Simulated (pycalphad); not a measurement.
Source of the numbers: pycalphad with the COST 507 light-alloy database (1999); pressure 1 atm. The data set is of 1999 and partly superseded. Amounts are mole fractions of atoms. Diffusion is slow at the low end, where real alloys seldom reach equilibrium.

Q: Give the equilibrium state of Ti-0.72Hf-1.09B (at.%) at 1277 °C.

A: 
```
T = 1550.00 K, P = 101325 Pa, N = 1 mol of atoms
G = -88244 J/mol, H = 40247 J/mol, S = 82.90 J/(mol K)  (SER reference)
chemical potentials (J/mol): Ti -86443, Hf -173819, B -193914
phase             fraction      x(Ti)      x(Hf)       x(B)
BCC_A2              0.9819     0.9908     0.0073     0.0019
BM                  0.0181     0.4994   0.000588     0.5000
```

Q: Give the equilibrium state of Ti-0.72Hf-1.09B (at.%) at 227 °C.

A: 
```
T = 500.00 K, P = 101325 Pa, N = 1 mol of atoms
G = -18657 J/mol, H = 3657 J/mol, S = 44.63 J/(mol K)  (SER reference)
chemical potentials (J/mol): Ti -16873, Hf -35473, B -168268
phase             fraction      x(Ti)      x(Hf)       x(B)
HCP_A3              0.9783     0.9926     0.0074    6.4e-05
BM                  0.0217     0.4999   9.74e-05     0.5000
```

Database names, with the compositions (at.%) that they take in these runs: BM: Ti 50 B 50. BCC_A2 is bcc; HCP_A3 is hcp.
